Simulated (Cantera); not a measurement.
Charge: 1 mol Al2O3, 0.37 mol H2, at 1602 °C and 1.13 Torr.

Method: chemical equilibrium by Gibbs-energy minimisation in Cantera with the NASA 1993 tables (ideal gas, pure condensed phases). Candidate condensed phases: Al, Al2O3, H2O; 19 gas species. The tables' values for AlOH are old estimates; treat these amounts as uncertain. Equilibrium is a limit: real reactors are often held back by kinetics, nucleation or transport.

Base state: H2 0.983, H 0.0168, H2O 0.000337, Al 0.000191, Al2O 2.05e-5, AlOH 1.09e-5 (mole fractions); condensed: Al2O3(s).

**Question.** What changes in the equilibrium state with this change: pressure from 1.13 Torr to 1650 Torr?

**Answer.** 
```csv
species,before,after
H2,0.983,1.000
H,0.0168,0.000442
H2O,0.000337,2.35e-5
Al,0.000191,7.26e-6
AlOH,1.09e-5,1.10e-6
Al2O,2.05e-5,2.98e-6
"Al2O3(s), mol",1.000,1.000
```
